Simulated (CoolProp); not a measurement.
Computed with CoolProp (reference Helmholtz-energy equation of state, Lemmon 2006). It is a short technical equation, of lower accuracy than the large ones.

**Question.** For acetone, give the phase and the cp (kJ/(kg K)), speed of sound (m/s) at 276.85 °C and 2.35 bar.

**Answer.** 
- 276.85 °C and 2.35 bar: gas; cp 2.01, speed of sound 288
